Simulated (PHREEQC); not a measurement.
Make-up at 20 °C: 0.006 mol CaCl2 and 0.00048 mol Na2HPO4 per kg of water. Closed to the air; pH follows from the charge balance.

Equilibrium calculation in PHREEQC: ion-association model, phreeqc.dat.

| quantity | before | after |
|---|---|---|
| pH | 7.84 | 7.58 |
| ionic strength (mol/kgw) | 0.0184 | 0.0182 |

Problem. Name the change that produced these shifts.
A. Na2HPO4 left out
B. CaCl2 from 0.006 to 0.03 mol/kgw
C. CaCl2 from 0.006 to 0.0006 mol/kgw
D. temperature from 20 to 50 °C

Solution. D, temperature from 20 to 50 °C

Precipitation was switched off in this run. Some of these states are supersaturated (in Hydroxyapatite, for instance). Away from 25 °C the constants follow the database's enthalpies or fits; those with neither stay at their 25 °C values.
